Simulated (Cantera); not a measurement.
An isothermal, constant-pressure homogeneous reactor starts with CH₄ : N₂ = 1 : 57 (molar parts), at 1575 K and 0.810 bar. Integrator tolerance rtol = 1e-08.

Model: GRI-Mech 3.0 (53 species, 325 reactions), integrated in Cantera. GRI-Mech 3.0 stops at C3 and has no aromatics, soot or wall deposition, so with more carbon than oxygen in the feed, carbon stays in small species such as C2H2 where larger ones or solid carbon would form.

### Question
What does this change do: pressure from 0.810 bar to 105 Torr?

### Answer
```
quantity                                              before                                      after
-----------------  -----------------------------------------  -----------------------------------------
x(CH₄) at 60.0 s    0.000118 (gas-phase equilibrium 3.78e-5)    6.53e-5 (gas-phase equilibrium 6.56e-6)
x(C₂H₂) at 60.0 s   0.00839 (gas-phase equilibrium 0.000867)   0.00844 (gas-phase equilibrium 0.000870)
x(HCN) at 60.0 s      8.50e-7 (gas-phase equilibrium 0.0152)     2.32e-6 (gas-phase equilibrium 0.0152)
x(CH₃) at 60.0 s     7.01e-7 (gas-phase equilibrium 2.24e-7)    9.28e-7 (gas-phase equilibrium 9.34e-8)
x(CH₂) at 60.0 s   1.86e-10 (gas-phase equilibrium 5.93e-11)  5.89e-10 (gas-phase equilibrium 5.94e-11)
x(H) at 60.0 s       7.38e-6 (gas-phase equilibrium 7.40e-6)    1.77e-5 (gas-phase equilibrium 1.78e-5)
```

### Question
What does this change do: pressure from 0.810 bar to 20.0 Torr?

### Answer
```tsv
quantity	before	after
x(CH₄) at 60.0 s	0.000118 (gas-phase equilibrium 3.78e-5)	8.10e-5 (gas-phase equilibrium 1.25e-6)
x(C₂H₂) at 60.0 s	0.00839 (gas-phase equilibrium 0.000867)	0.00843 (gas-phase equilibrium 0.000870)
x(HCN) at 60.0 s	8.50e-7 (gas-phase equilibrium 0.0152)	5.50e-6 (gas-phase equilibrium 0.0152)
x(CH₃) at 60.0 s	7.01e-7 (gas-phase equilibrium 2.24e-7)	2.60e-6 (gas-phase equilibrium 4.07e-8)
x(CH₂) at 60.0 s	1.86e-10 (gas-phase equilibrium 5.93e-11)	3.70e-9 (gas-phase equilibrium 5.94e-11)
x(H) at 60.0 s	7.38e-6 (gas-phase equilibrium 7.40e-6)	3.99e-5 (gas-phase equilibrium 4.08e-5)
```
Radical loss at walls, strong at low pressure, is not modelled.
